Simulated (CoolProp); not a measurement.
Vapour-liquid equilibrium of CHF3 (R23) (1) + R134a (2) at 412 kPa; x and y are mole fractions of (1).

Values from CoolProp's multi-fluid Helmholtz-energy mixture model, Penoncello 2003 and Tillner-Roth 1994; pair parameters Bell 2016.

```
x     bubble temperature, mixture model (K)  bubble temperature, Raoult's law (K)  y, mixture model  y, Raoult's law
----  -------------------------------------  ------------------------------------  ----------------  ---------------
0.05                                  275.7                                 273.8             0.239            0.308
0.15                                  263.4                                 260.3             0.551            0.631
0.25                                  253.8                                 250.7             0.724            0.783
0.35                                  246.2                                 243.5             0.826            0.865
0.45                                  240.0                                 237.8             0.888            0.913
0.55                                  234.9                                 233.2             0.928            0.944
0.65                                  230.5                                 229.3             0.955            0.965
0.75                                  226.8                                 226.0             0.973            0.979
0.85                                  223.6                                 223.2             0.987            0.989
0.95                                  220.8                                 220.7             0.996            0.997
```

The largest gap from Raoult's law is +3.1 K in bubble temperature, at x = 0.25. No azeotrope shows between x = 0.05 and 0.95.

Pair parameters are fitted to limited data, so mixtures are less certain than the pure fluids.
